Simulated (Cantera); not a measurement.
A freely propagating, adiabatic, planar premixed flame of 5.55 % CH4, 16.8 % O2, 77.6 % N2, equivalence ratio 0.66, unburnt at 525 K and 4.93 atm; mixture-averaged transport, grid criteria slope 0.08 and curve 0.16, no radiation.

Computed with Cantera and GRI-Mech 3.0 (53 species, 325 reactions). Burning velocities carry a grid error of a few per cent, more on coarse grids.

Task: Predict: laminar burning velocity; thermal thickness; peak x(O); peak x(HCO); peak x(C2H4); peak x(H).

Result: 
- laminar burning velocity = 13.6 cm/s
- thermal thickness = 0.305 mm
- peak x(O) = 0.000408
- peak x(HCO) = 2.26e-6
- peak x(C2H4) = 0.000271
- peak x(H) = 0.000161
